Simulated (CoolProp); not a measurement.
The numbers come from the reference Helmholtz-energy equation of state, Schroeder 2014 in CoolProp.

Problem. Give the vapour pressure (MPa), liquid density (kg/m³), liquid cp (kJ/(kg K)), vapour Z of saturated ethanol at 375.2, 380.3, 410.5 K.

Solution. 
```tsv
T (K)	p (MPa)	liquid density (kg/m³)	liquid cp (kJ/(kg K))	vapour Z
375.2	0.240	712	3.20	0.943
380.3	0.285	706	3.26	0.936
410.5	0.704	668	3.66	0.886
```
